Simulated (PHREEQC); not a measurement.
Model water analysis in mg/kgw, 25 °C, pH 2.05, pe 9.9: Na 150; K 228; Ca 80.6; Mg 5.1; Cl 177; S(6) as SO4 1430; Br 5.41; Li 0.0285; Al 1.08.

Valence states are taken as typed.

Model: ion-association model, wateq4f.dat, run in PHREEQC.

No solid was allowed to form.

**Question.** Predict the ionic strength.

**Answer.** ionic strength 0.0374 mol/kgw.

**Question.** In which forms is Mg present?

**Answer.** Mg+2 65 %, MgSO4 35 % of the Mg.
